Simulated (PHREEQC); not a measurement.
# Spent oxide etchant: an equilibrium model

Solution (25 °C): 0.0043 mol NH4HF2, 0.11 mol (NH4)2SiF6, 5e-05 mol H3PO4 and 0.0049 mol HCl per kg of water. Closed to the air; pH follows from the charge balance.

All values are PHREEQC results (ion-association model, wateq4f.dat), not measurements.

Each row changes one thing in this solution. No solid was allowed to form.

| case | pH | ionic strength (mol/kgw) | HF (mol/kgw) | F- (mol/kgw) | H2F2 (mol/kgw) | HF2- (mol/kgw) | SI of Quartz (SiO2) |
|---|---|---|---|---|---|---|---|
| as made | 2.60 | 0.338 | 0.00585 | 0.00254 | 9.64e-5 | 6.17e-5 | -0.72 |
| diluted 100-fold with water | 3.24 | 0.00352 | 0.00120 | 0.00147 | 3.76e-6 | 6.79e-6 | +0.62 |
| H3PO4 from 5e-05 to 5.5e-05 mol/kgw | 2.60 | 0.338 | 0.00585 | 0.00254 | 9.64e-5 | 6.17e-5 | -0.72 |
| temperature from 25 to 60 °C | 2.74 | 0.336 | 0.00910 | 0.00285 | 6.09e-5 | 0.000123 | +0.35 |
| H3PO4 from 5e-05 to 7.5e-05 mol/kgw | 2.60 | 0.338 | 0.00586 | 0.00253 | 9.66e-5 | 6.16e-5 | -0.72 |
| HCl from 0.0049 to 0.00735 mol/kgw | 2.42 | 0.339 | 0.00654 | 0.00185 | 0.000121 | 5.01e-5 | -0.64 |

Complexes and solids missing from the database can't appear. Some of these states are supersaturated (in Quartz (slow to form), Chalcedony (slow to form), for instance). H3PO4, which wateq4f.dat lacks, is added to it with the constant of phreeqc.dat. At this temperature some constants are extrapolated from 25 °C, and those without enthalpy data are left unchanged. SiF6-2 is the database's only silicon fluoride.
